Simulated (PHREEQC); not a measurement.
Consider water at 65 °C with 0.27 mol/kgw MgCl2, 0.00012 mol/kgw CO2 and 0.0001 mol/kgw MgSO4. Closed to the air; pH follows from the charge balance.

All values are PHREEQC results (ion-association model, phreeqc.dat), not measurements.

This is a speciation only: nothing precipitates in the calculation.

Problem. Order these C species by the share of C that they hold, largest first: HCO3-, CO2, MgHCO3+.

Solution. CO2 (86 %), MgHCO3+ (7.6 %), HCO3- (6.2 %)

The pH is 4.89 and the ionic strength 0.810 mol/kgw. The ionic strength is past about 0.7 mol/kgw, beyond the range of this activity model, so the values are rough. Complexes and solids missing from the database can't appear. Away from 25 °C the constants follow the database's enthalpies or fits; those with neither stay at their 25 °C values.
